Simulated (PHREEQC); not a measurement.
Consider water at 25 °C with 2 mol NaOH, 1.8 mol CaCl2 and 3.2e-05 mol H4SiO4 per kg of water. Closed to the air; pH follows from the charge balance.

The numbers come from PHREEQC with the Pitzer model, pitzer.dat.

The pH is 13.15 and the ionic strength is 7.40 mol/kgw. The activity of water comes out as 0.846 and the density comes out as 1.199 g/cm³. The osmotic coefficient is 0.989 and the total alkalinity comes out as 2000 meq/kg.

```tsv
species	molality	activity	log γ
Cl-	3.60	2.33	-0.190
OH-	2.00	0.122	-1.215
Na+	2.00	3.66	0.262
Ca+2	1.80	0.366	-0.692
H2SiO4-2	3.18e-5	2.60e-8	-3.088
H3SiO4-	1.93e-7	2.68e-8	-0.857
```

No solid was allowed to form. Saturation is exceeded, for instance for Portlandite; the values hold only as long as no solid forms. Species that the database lacks are ignored. In brines, pH and single-ion activities rest on the MacInnes convention.
